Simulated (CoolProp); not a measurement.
Chloromethane (R40) along the isotherm 479.7 K: fugacity coefficient from the reference equation and from simpler models built on Tc = 418.6 K, pc = 6.929 MPa, ω = 0.150; each cubic takes its own stable root.

Computed with CoolProp (reference Helmholtz-energy equation of state, Thol 2014).

| p (MPa) | phase | reference | Redlich-Kwong | Peng-Robinson |
|---|---|---|---|---|
| 0.0548 | gas | 0.9982 | 0.9982 | 0.9980 |
| 0.0853 | gas | 0.9971 | 0.9972 | 0.9969 |
| 0.133 | gas | 0.9955 | 0.9956 | 0.9952 |
| 0.207 | gas | 0.9931 | 0.9932 | 0.9925 |
| 0.322 | gas | 0.9892 | 0.9894 | 0.9884 |
| 0.501 | gas | 0.9833 | 0.9836 | 0.9819 |
| 0.781 | gas | 0.9740 | 0.9744 | 0.9720 |
| 1.22 | gas | 0.9595 | 0.9602 | 0.9565 |
| 1.89 | gas | 0.9377 | 0.9387 | 0.9332 |
| 2.95 | gas | ? | 0.9052 | 0.8972 |
| 4.59 | gas | 0.8526 | 0.8546 | ? |
| 7.14 | supercritical | ? | 0.7785 | 0.7648 |
| 11.1 | supercritical | 0.6657 | 0.6676 | 0.6549 |
| 17.3 | supercritical | 0.5312 | 0.5373 | 0.5277 |

Problem. What belongs in the gaps?

Solution. 
- 2.95, reference: 0.9038
- 4.59, Peng-Robinson: 0.8435
- 7.14, reference: 0.7763
